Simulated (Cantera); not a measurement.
An isothermal, constant-pressure homogeneous reactor starts with CH4 : CO2 = 1 : 4.4 (molar parts), at 2073 K and 1.00 bar.

Cantera simulation using GRI-Mech 3.0 (53 species, 325 reactions); the numbers are that mechanism's predictions, not measurements.

x: mole fraction; the columns are a selection and need not sum to one.

| t (s) | x CH4 | x CO2 | x C2H4 | x C2H | x H | x HO2 |
|---|---|---|---|---|---|---|
| 5.00e-5 | 0.115 | 0.761 | 0.0117 | 2.74e-6 | 0.000362 | 2.45e-10 |
| 0.000128 | 0.0591 | 0.665 | 0.00406 | 6.58e-6 | 0.000473 | 4.32e-10 |
| 0.000328 | 0.0210 | 0.538 | 0.000776 | 9.30e-6 | 0.000426 | 6.19e-10 |
| 0.000841 | 0.00405 | 0.419 | 0.000109 | 1.14e-5 | 0.000376 | 1.01e-9 |
| 0.00215 | 0.00205 | 0.337 | 3.04e-5 | 5.68e-6 | 0.000473 | 8.21e-10 |
| 0.00552 | [?] | 0.277 | [?] | [?] | [?] | 5.35e-10 |
| 0.0141 | 6.12e-6 | 0.262 | 7.24e-9 | 4.46e-9 | 0.000639 | 6.77e-10 |
| 0.0362 | 2.60e-11 | 0.262 | <1e-12 | <1e-12 | 0.000714 | 8.37e-10 |
| 0.0928 | 2.60e-11 | 0.262 | <1e-12 | <1e-12 | 0.000714 | 8.37e-10 |
| 0.238 | 2.60e-11 | 0.262 | <1e-12 | <1e-12 | 0.000714 | 8.37e-10 |
| 0.609 | 2.60e-11 | 0.262 | <1e-12 | <1e-12 | 0.000714 | 8.37e-10 |
| 1.56 | 2.60e-11 | 0.262 | <1e-12 | <1e-12 | 0.000714 | 8.37e-10 |
| 4.00 | 2.60e-11 | 0.262 | <1e-12 | <1e-12 | 0.000714 | 8.37e-10 |

Q: Complete the blanks.

A: 
- 0.00552, x CH4: 0.000852
- 0.00552, x C2H4: 4.03e-6
- 0.00552, x C2H: 8.71e-7
- 0.00552, x H: 0.000525
